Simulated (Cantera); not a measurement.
## Iron carbonyl, mercury and lead vapours: PbO + N2

A closed system holds: 1 mol PbO, 50 mol N2, equilibrated at 2330 Torr.

Cantera equilibrium calculation (NASA polynomials, part measured and part estimated; ideal gas, pure solids and liquids). Candidate condensed phases: Pb, PbO, PbO2, Pb3O4; 12 gas species. Equilibrium is a limit: real reactors are often held back by kinetics, nucleation or transport.

From 450 K to 750 K the condensed part is PbO(red). From 850 K to 1150 K the condensed part is PbO(yellow).

```json
[
 {"T (K)": "450", "x N2": "1.00", "x PbO": "<1e-12", "x Pb": "<1e-12", "x O2": "<1e-12", "x NO": "<1e-12", "n PbO(red)": "1.00", "n PbO(yellow)": "0"},
 {"T (K)": "550", "x N2": "1.00", "x PbO": "<1e-12", "x Pb": "<1e-12", "x O2": "<1e-12", "x NO": "<1e-12", "n PbO(red)": "1.00", "n PbO(yellow)": "0"},
 {"T (K)": "650", "x N2": "1.00", "x PbO": "<1e-12", "x Pb": "<1e-12", "x O2": "<1e-12", "x NO": "<1e-12", "n PbO(red)": "1.00", "n PbO(yellow)": "0"},
 {"T (K)": "750", "x N2": "1.00", "x PbO": "1.35e-12", "x Pb": "<1e-12", "x O2": "<1e-12", "x NO": "1.31e-12", "n PbO(red)": "1.00", "n PbO(yellow)": "0"},
 {"T (K)": "850", "x N2": "1.00", "x PbO": "2.69e-10", "x Pb": "7.87e-11", "x O2": "1.80e-11", "x NO": "4.69e-11", "n PbO(red)": "0", "n PbO(yellow)": "1.00"},
 {"T (K)": "950", "x N2": "1.00", "x PbO": "1.70e-8", "x Pb": "3.94e-9", "x O2": "1.22e-9", "x NO": "1.51e-9", "n PbO(red)": "0", "n PbO(yellow)": "1.000"},
 {"T (K)": "1050", "x N2": "1.000", "x PbO": "4.77e-7", "x Pb": "9.41e-8", "x O2": "3.49e-8", "x NO": "2.43e-8", "n PbO(red)": "0", "n PbO(yellow)": "1.000"},
 {"T (K)": "1150", "x N2": "1.000", "x PbO": "7.34e-6", "x Pb": "1.30e-6", "x O2": "5.32e-7", "x NO": "2.35e-7", "n PbO(red)": "0", "n PbO(yellow)": "1.000"}
]
```
x: gas mole fraction; n: condensed amount in mol.
